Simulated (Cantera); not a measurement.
Feed: 1 mol SiCl4, 5.7 mol HCl, 6.1 mol H2, held at 1327 °C and 13300 Pa.

Method: chemical equilibrium by Gibbs-energy minimisation in Cantera with the NASA 1993 tables (ideal gas, pure condensed phases). Candidate condensed phases: Si; 19 gas species. The tables' values for SiCl3 are old estimates; treat these amounts as uncertain. Rates play no part.

Base state: HCl 0.522, H2 0.404, SiCl2 0.0398, SiCl4 0.0164, SiCl3 0.0163, SiHCl3 0.00183, Cl 9.67e-5, H 9.46e-5 (mole fractions); condensed: gas only.

Q: What changes in the equilibrium state with this change: temperature from 1327 °C to 650 °C?

A: 
```tsv
species	before	after
H2	0.404	0.476
HCl	0.522	0.446
SiCl4	0.0164	0.0778
SiCl2	0.0398	2.55e-8
SiCl3	0.0163	7.02e-6
Cl	9.67e-5	<1e-9
H	9.46e-5	<1e-9
SiH2Cl2	3.42e-5	1.11e-7
SiHCl3	0.00183	0.000297
```

Q: What changes in the equilibrium state with this change: temperature from 1327 °C to 975 °C?

A: 
```
species   before     after
-------  -------  --------
H2         0.404     0.471
HCl        0.522     0.451
SiCl4     0.0164    0.0724
SiCl2     0.0398  0.000554
SiCl3     0.0163   0.00236
Cl       9.67e-5   7.18e-7
H        9.46e-5   8.78e-7
SiH2Cl2  3.42e-5   1.33e-5
```
